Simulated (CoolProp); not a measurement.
Properties of hexamethyldisiloxane (MM) along the isobar 976 kPa (Tc = 518.7 K, pc = 1931 kPa, ω = 0.418).

Values from CoolProp's reference Helmholtz-energy equation of state, Thol 2016.

| T (K) | phase | density (kg/m³) | cp (kJ/(kg K)) | Joule-Thomson coefficient (K/MPa) |
|---|---|---|---|---|
| 363.9 | liquid | 689.1 | 2.081 | -0.2688 |
| 374 | liquid | 677.2 | 2.111 | -0.2380 |
| 384 | liquid | 665.1 | 2.142 | -0.2034 |
| 394.1 | liquid | 652.4 | 2.174 | -0.1632 |
| 404.2 | liquid | 639.4 | 2.207 | -0.1161 |
| 414.2 | liquid | 625.8 | 2.242 | -0.06071 |
| 424.3 | liquid | 611.5 | 2.279 | 0.007403 |
| 434.4 | liquid | 596.4 | 2.319 | 0.09264 |
| 444.4 | liquid | 580.3 | 2.363 | 0.2018 |
| 454.5 | liquid | 562.7 | 2.416 | 0.3513 |
| 464.6 | liquid | 543.1 | 2.481 | 0.5683 |
